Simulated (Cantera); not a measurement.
Input (Python, Cantera):

```python
import numpy as np
import cantera as ct

gas = ct.Solution("gri30.yaml")
gas.TPX = 1350, 2666, {'H2': 0.45, 'O2': 1, 'N2': 2.3}
inlet = ct.Reservoir(gas, clone=True)

reactor = ct.IdealGasConstPressureReactor(gas, energy="off", clone=False)
exhaust = ct.Reservoir(gas, clone=True)
tau = [4.1, 1.7, 0.74, 0.31, 0.13, 0.057, 0.024, 0.01, 0.0044, 0.0019, 0.00079][0]
for a, b in ((inlet, reactor), (reactor, exhaust)):
    ct.MassFlowController(a, b, mdot=lambda t: reactor.mass / tau)
net = ct.ReactorNet([reactor])
show = ['H2', 'O2', 'H', 'OH', 'H2O2', 'NO']

rows = []
print(f"{'tau/s':>10s}{'T/K':>9s}" + "".join(f"{s:>11s}" for s in show))
for tau in [4.1, 1.7, 0.74, 0.31, 0.13, 0.057, 0.024, 0.01, 0.0044, 0.0019, 0.00079]:
    net.initial_time = 0.0
    net.advance(30 * tau)
    before = gas.X
    net.advance(40 * tau)
    drift = np.max(np.abs(gas.X - before) / (gas.X + 1e-9))
    rows.append([gas.T, *gas[show].X, drift])
    print(f"{tau:10.3e}{gas.T:9.1f}" + "".join(f"{x:11.3e}" for x in gas[show].X))
```

Result:

```
     tau/s      T/K         H2         O2          H         OH       H2O2         NO
 4.100e+00   1350.0  2.400e-04  2.191e-01  1.334e-04  1.288e-03  6.783e-08  6.902e-07
 1.700e+00   1350.0  4.281e-04  2.187e-01  3.213e-04  1.724e-03  9.074e-08  8.019e-07
 7.400e-01   1350.0  7.340e-04  2.181e-01  7.305e-04  2.263e-03  1.162e-07  1.096e-06
 3.100e-01   1350.0  1.274e-03  2.171e-01  1.698e-03  2.986e-03  1.450e-07  1.675e-06
 1.300e-01   1350.0  2.157e-03  2.155e-01  3.827e-03  3.887e-03  1.723e-07  2.588e-06
 5.700e-02   1350.0  3.422e-03  2.134e-01  7.851e-03  4.881e-03  1.911e-07  3.672e-06
 2.400e-02   1350.0  5.190e-03  2.105e-01  1.510e-02  5.954e-03  1.984e-07  4.530e-06
 1.000e-02   1350.0  7.225e-03  2.075e-01  2.487e-02  6.880e-03  1.946e-07  4.275e-06
 4.400e-03   1350.0  9.288e-03  2.057e-01  3.337e-02  7.520e-03  1.901e-07  3.002e-06
 1.900e-03   1350.0  1.219e-02  2.060e-01  3.901e-02  8.052e-03  1.930e-07  1.604e-06
 7.900e-04   1350.0  1.785e-02  2.092e-01  4.119e-02  8.612e-03  2.070e-07  6.639e-07
```

Computed with Cantera and GRI-Mech 3.0 (53 species, 325 reactions). Radical loss at walls, strong at low pressure, is not modelled. The temperature is held fixed by assumption; the heat of reaction is taken as removed at once.
